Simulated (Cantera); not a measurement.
Mixture: CH₄ : CO : O₂ : N₂ = 1 : 0.81 : 1.85 : 6.96 (molar parts), equivalence ratio 1.3, at 5.90 bar, adiabatic and at constant volume. Ignition delay is the time to a rise of 400 K.

Detailed kinetics in Cantera: GRI-Mech 3.0 (53 species, 325 reactions).

Question: At T0 = 1150 K, what is the delay, and which 6 reactions control it most (d ln τ / d ln k, from doubling and halving each rate constant)?

Answer: The delay is 33.7 ms.
| reaction | d ln τ / d ln k | faster rate |
|---|---|---|
| 2 CH3 (+M) <=> C2H6 (+M) | 0.77 | lengthens it |
| CH3 + O2 <=> CH2O + OH | -0.60 | shortens it |
| CH3 + HO2 <=> CH3O + OH | -0.48 | shortens it |
| CO + HO2 <=> CO2 + OH | 0.46 | lengthens it |
| CH2O + O2 <=> HCO + HO2 | -0.43 | shortens it |
| CH3 + O2 <=> CH3O + O | -0.37 | shortens it |
